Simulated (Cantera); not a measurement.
Charge: 1 mol SiF4, 0.28 mol N2O, 30 mol N2, held at 1025 K and 0.00133 bar.

These are equilibrium values from Cantera (NASA tables, ideal gas, pure condensed phases), not measurements of a reactor. Candidate condensed phases: Si, SiO2, Si2N2O, Si3N4; 28 gas species. The numbers say what is thermodynamically allowed, not how fast it happens.

Base state: N2 0.964, SiF4 0.0318, O2 0.00445 (mole fractions); condensed: gas only.

Problem. What changes in the equilibrium state with this change: SiF4 replaced by TEOS?

Solution. 
| species | before | after |
|---|---|---|
| N2 | 0.964 | 0.711 |
| H2 | 0 | 0.235 |
| CO | 0 | 0.0536 |
| SiF4 | 0.0318 | 0 |
| O2 | 0.00445 | <1e-9 |
| C(graphite), mol | 0 | 5.72 |
| SiO2(β-quartz), mol | 0 | 1.00 |
The feed counts by its element totals alone. Further candidate phases: C, C6H6, C7H8, C8H18, H2O, SiC.
